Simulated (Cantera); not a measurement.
A Cantera script and what it prints.

```python
import numpy as np
import cantera as ct

gas_names = """
    H H2 N NH NH2 NH3 N2 N2H2 N2H4 Si SiH SiH2 SiH3 SiH4 SiN Si2 Si2N Si3
""".split()
cond_names = """
    Si(cr) Si(L) Si3N4(a)
""".split()


# ... load() reads the species with a 1 bar reference pressure and builds the phases ...
atoms = {
    'trisilylamine': {'Si': 3, 'N': 1, 'H': 9},
    'NH3': {'N': 1, 'H': 3},
    'N2': {'N': 2},
}
top_T = {'Si3N4(a)': 2400}  # K; cautious upper limits of use, not melting points


# ... equilibrate(T, P, feed) seeds the gas with the atoms and calls Mixture.equilibrate('TP', solver="vcs", rtol=1e-11, max_steps=5000) ...
results = []
feed = {'trisilylamine': 1, 'NH3': 1.4, 'N2': 18}  # mol
T = 898  # K
P = 133.322  # Pa
mix = equilibrate(T, P, feed)
results.append((T, P, feed, dict(zip(mix.species_names, mix.species_moles))))
x = sorted(zip(gas.X, gas.species_names), reverse=True)
print(f"T = {T:g} K  P = {P:g} Pa  gas = {mix.phase_moles(0):.4g} mol")
print("   x: " + "  ".join(f"{s} {v:.3e}" for v, s in x if v > 1e-06))
print("   condensed (mol): " + ("  ".join(f"{mix.phase(i).name} {mix.phase_moles(i):.4g}"
      for i in range(1, mix.n_phases) if mix.phase_moles(i) > 1e-12) or "none"))
```

It prints:

```
T = 898 K  P = 133.322 Pa  gas = 23.8 mol
   x: N2 7.227e-01  H2 2.773e-01
   condensed (mol): Si3N4(a) 1
```

Equilibrium computed with Cantera from the NASA thermochemical tables; the gas is ideal and each condensed phase is pure. The feed counts by its element totals alone.
